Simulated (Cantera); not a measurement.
Feed: 1 mol Hg, 0.32 mol O2, 19 mol H2, at 0.920 bar.

Cantera equilibrium calculation (NASA polynomials, part measured and part estimated; ideal gas, pure solids and liquids). Candidate condensed phases: H2O, Hg, HgO; 10 gas species. Kinetics and transport are ignored.

Task: Which condensed phases are stable at each of these points (T (°C)): 177, 277, 377, 477, 577, 677, 777, 877, 977?

Result: 
```csv
T (°C),condensed phases,Hg condensed (%)
177,Hg(l),78.3
277,gas only,0.0
377,gas only,0.0
477,gas only,0.0
577,gas only,0.0
677,gas only,0.0
777,gas only,0.0
877,gas only,0.0
977,gas only,0.0
```

At 177 °C the condensed part is Hg(l). From 277 °C to 977 °C nothing is condensed.
